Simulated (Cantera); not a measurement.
Cantera run, input and output.

```python
import numpy as np
import cantera as ct

gas = ct.Solution("gri30.yaml")
gas.TPX = 450, 100000, {'CO': 1, 'H2': 0.21, 'O2': 0.356, 'N2': 1.34, 'H2O': 0.65}
inlet = ct.Reservoir(gas, clone=True)
gas.equilibrate("HP")  # start burning
reactor = ct.IdealGasConstPressureReactor(gas, energy="on", clone=False)
exhaust = ct.Reservoir(gas, clone=True)
tau = [0.094, 0.048, 0.024, 0.012, 0.0063, 0.0032, 0.0016, 0.00082, 0.00042, 0.00021, 0.00011, 5.5e-05, 2.8e-05][0]
for a, b in ((inlet, reactor), (reactor, exhaust)):
    ct.MassFlowController(a, b, mdot=lambda t: reactor.mass / tau)
net = ct.ReactorNet([reactor])
show = ['CO', 'H2', 'O2', 'H2O', 'H2O2', 'OH', 'CO2']

rows = []
print(f"{'tau/s':>10s}{'T/K':>9s}" + "".join(f"{s:>11s}" for s in show))
for tau in [0.094, 0.048, 0.024, 0.012, 0.0063, 0.0032, 0.0016, 0.00082, 0.00042, 0.00021, 0.00011, 5.5e-05, 2.8e-05]:
    net.initial_time = 0.0
    net.advance(30 * tau)
    before = gas.X
    net.advance(40 * tau)
    drift = np.max(np.abs(gas.X - before) / (gas.X + 1e-9))
    rows.append([gas.T, *gas[show].X, drift])
    print(f"{tau:10.3e}{gas.T:9.1f}" + "".join(f"{x:11.3e}" for x in gas[show].X))
```

Output:

```
     tau/s      T/K         CO         H2         O2        H2O       H2O2         OH        CO2
 9.400e-02   1979.3  1.222e-01  3.328e-02  1.866e-04  2.336e-01  2.223e-08  1.157e-03  1.897e-01
 4.800e-02   1971.7  1.222e-01  3.335e-02  3.173e-04  2.328e-01  3.567e-08  1.538e-03  1.895e-01
 2.400e-02   1960.5  1.223e-01  3.349e-02  5.472e-04  2.318e-01  5.644e-08  2.042e-03  1.892e-01
 1.200e-02   1944.4  1.225e-01  3.371e-02  9.335e-04  2.303e-01  8.712e-08  2.669e-03  1.885e-01
 6.300e-03   1923.2  1.228e-01  3.404e-02  1.506e-03  2.284e-01  1.284e-07  3.358e-03  1.877e-01
 3.200e-03   1892.5  1.234e-01  3.455e-02  2.422e-03  2.257e-01  1.920e-07  4.157e-03  1.863e-01
 1.600e-03   1849.8  1.243e-01  3.523e-02  3.792e-03  2.222e-01  2.916e-07  4.979e-03  1.842e-01
 8.200e-04   1795.8  1.258e-01  3.593e-02  5.624e-03  2.182e-01  4.448e-07  5.658e-03  1.813e-01
 4.200e-04   1727.4  1.282e-01  3.635e-02  8.094e-03  2.138e-01  7.004e-07  6.082e-03  1.771e-01
 2.100e-04   1638.7  1.337e-01  3.565e-02  1.177e-02  2.102e-01  1.174e-06  6.082e-03  1.693e-01
 1.100e-04   1530.1  1.475e-01  3.227e-02  1.792e-02  2.105e-01  2.035e-06  5.427e-03  1.530e-01
 5.500e-05    450.0  2.812e-01  5.906e-02  1.001e-01  1.828e-01  6.962e-18  8.153e-25  6.189e-15
 2.800e-05    450.0  2.812e-01  5.906e-02  1.001e-01  1.828e-01 -1.857e-21  3.157e-25 -1.651e-18
```

Detailed kinetics in Cantera: GRI-Mech 3.0 (53 species, 325 reactions).
